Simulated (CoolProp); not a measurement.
The numbers come from the reference Helmholtz-energy equation of state, de Vries 1995 in CoolProp.

### Question
For R124, give the phase and the cv (kJ/(kg K)), Joule-Thomson coefficient (K/MPa) at 182.5 K and 101 kPa; 305.7 K and 101 kPa; 449.5 K and 101 kPa.

### Answer
- 182.5 K and 101 kPa: liquid; cv 0.658, Joule-Thomson coefficient -0.442
- 305.7 K and 101 kPa: gas; cv 0.682, Joule-Thomson coefficient 21.0
- 449.5 K and 101 kPa: gas; cv 0.864, Joule-Thomson coefficient 6.39
